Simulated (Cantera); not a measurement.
A closed system holds: 1 mol C₂H₅OH, 1.1 mol O₂, equilibrated at 21.8 Torr.

These are equilibrium values from Cantera (NASA tables, ideal gas, pure condensed phases), not measurements of a reactor. Candidate condensed phases: C, C₆H₆, C₇H₈, C₈H₁₈, H₂O; 131 gas species. Ions and electrons are included (thermal ionisation). Equilibrium is a limit: real reactors are often held back by kinetics, nucleation or transport.

x: gas mole fraction; nothing condenses.

```tsv
T (°C)	x H	x H₂	x CO	x H₂O	x O	x OH	x CO₂
1727	0.00601	0.396	0.359	0.199	3.36e-6	0.000302	0.0395
2227	0.0858	0.337	0.349	0.185	0.00163	0.00975	0.0309
2727	0.383	0.171	0.279	0.0537	0.0551	0.0400	0.0118
3227	0.608	0.0308	0.226	0.00115	0.120	0.0104	0.00102
3727	0.645	[?]	0.219	[?]	0.129	[?]	[?]
4227	0.650	[?]	0.217	[?]	0.130	[?]	[?]
4727	0.648	0.000294	0.211	6.44e-8	0.135	0.000114	4.78e-6
```

**Question.** What belongs in the gaps?

**Answer.** 
- 3727, x H₂: 0.00475
- 3727, x H₂O: 2.13e-5
- 3727, x OH: 0.00169
- 3727, x CO₂: 0.000110
- 4227, x H₂: 0.00103
- 4227, x H₂O: 8.47e-7
- 4227, x OH: 0.000376
- 4227, x CO₂: 1.92e-5
